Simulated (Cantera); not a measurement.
Cantera run, input and output.

```python
import numpy as np
import cantera as ct

gas = ct.Solution("h2o2.yaml")
gas.TPX = 825, 23000, {'H2': 0.78, 'O2': 1, 'N2': 14}
reactor = ct.IdealGasConstPressureReactor(gas, energy="off", clone=False)
net = ct.ReactorNet([reactor])
net.rtol, net.atol = 1e-08, 1e-18
show = ['H2', 'O2', 'H2O2', 'OH', 'H', 'O', 'HO2']
times = np.geomspace(0.0004, 4, 14)

steps = ct.SolutionArray(gas, extra=["t"])
rows = []
print(f"{'t/s':>10s}{'T/K':>9s}{'P/Pa':>11s}" + "".join(f"{s:>11s}" for s in show))
for t in times:
    while net.time < t:
        t_next = net.step()
        steps.append(gas.state, t=t_next)
    rows.append([np.interp(t, steps.t, y) for y in (steps.T, steps.P, *steps(*show).X.T)])
    print(f"{t:10.3e}{rows[-1][0]:9.1f}{rows[-1][1]:11.4g}" + "".join(f"{x:11.3e}" for x in rows[-1][2:]))
rate = np.gradient(steps.T, steps.t)
print("integrator steps:", len(steps.t))
if steps.T.max() > steps.T[0] + 200:
    print(f"time of steepest temperature rise: {steps.t[rate.argmax()]:.4e} s")
gas.TPX = 825, 23000, {'H2': 0.78, 'O2': 1, 'N2': 14}
gas.equilibrate("TP")
print(f"equilibrium (TP): T = {gas.T:.1f} K  " + "  ".join(f"{s} {gas[s].X[0]:.3e}" for s in show))
```

Result:

```
       t/s      T/K       P/Pa         H2         O2       H2O2         OH          H          O        HO2
 4.000e-04    825.0    2.3e+04  4.943e-02  6.337e-02  1.228e-16  1.273e-14  4.265e-13  6.104e-14  1.040e-12
 8.124e-04    825.0    2.3e+04  4.943e-02  6.337e-02  6.401e-16  2.445e-14  7.611e-13  1.244e-13  2.799e-12
 1.650e-03    825.0    2.3e+04  4.943e-02  6.337e-02  3.595e-15  4.208e-14  1.264e-12  2.197e-13  7.999e-12
 3.351e-03    825.0    2.3e+04  4.943e-02  6.337e-02  2.076e-14  6.193e-14  1.831e-12  3.270e-13  2.280e-11
 6.805e-03    825.0    2.3e+04  4.943e-02  6.337e-02  1.160e-13  7.514e-14  2.209e-12  3.984e-13  6.028e-11
 1.382e-02    825.0    2.3e+04  4.943e-02  6.337e-02  5.944e-13  8.045e-14  2.363e-12  4.268e-13  1.436e-10
 2.807e-02    825.0    2.3e+04  4.943e-02  6.337e-02  2.804e-12  8.640e-14  2.537e-12  4.583e-13  3.210e-10
 5.700e-02    825.0    2.3e+04  4.943e-02  6.337e-02  1.274e-11  9.949e-14  2.920e-12  5.275e-13  7.118e-10
 1.158e-01    825.0    2.3e+04  4.943e-02  6.337e-02  5.837e-11  1.315e-13  3.854e-12  6.963e-13  1.650e-09
 2.351e-01    825.0    2.3e+04  4.943e-02  6.337e-02  2.883e-10  2.267e-13  6.617e-12  1.195e-12  4.355e-09
 4.775e-01    825.0    2.3e+04  4.943e-02  6.337e-02  1.786e-09  6.495e-13  1.882e-11  3.400e-12  1.593e-08
 9.698e-01    825.0    2.3e+04  4.943e-02  6.337e-02  2.302e-08  5.005e-12  1.423e-10  2.570e-11  1.263e-07
 1.970e+00    825.0    2.3e+04  4.942e-02  6.337e-02  2.037e-06  1.755e-10  4.155e-09  7.483e-10  1.734e-06
 4.000e+00    825.0    2.3e+04  2.136e-02  4.988e-02  2.790e-05  1.400e-09  1.218e-08  3.830e-09  3.170e-06
integrator steps: 1356
equilibrium (TP): T = 825.0 K  H2 8.512e-14  O2 3.964e-02  H2O2 9.090e-13  OH 1.242e-09  H 4.858e-18  O 1.051e-13  HO2 4.425e-12
```

Detailed kinetics in Cantera: the H2/O2 subset of GRI-Mech 3.0, which has no nitrogen chemistry. Below about 950 K walls govern HO2 and H2O2 in real vessels. The temperature is held fixed by assumption; the heat of reaction is taken as removed at once.
